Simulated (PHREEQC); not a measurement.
Consider water at 25 °C with 0.054 mol/kgw HCl, 0.0026 mol/kgw ZnSO4 and 0.00029 mol/kgw MnSO4. Closed to the air; pH follows from the charge balance.

Equilibrium calculation in PHREEQC: ion-association model, phreeqc.dat.

No solid was allowed to form.

Order these Zn species by the share of Zn that they hold, largest first: ZnCl+, Zn+2, ZnCl2, ZnSO4.

Zn+2 (91 %), ZnCl+ (5.7 %), ZnSO4 (3.4 %), ZnCl2 (0.21 %)

Order these S species by the share of S that they hold, largest first: MnSO4, SO4-2, HSO4-, ZnSO4.

HSO4- (67 %), SO4-2 (29 %), ZnSO4 (3.0 %), MnSO4 (0.26 %)

The pH is 1.36 and the ionic strength 0.0609 mol/kgw.
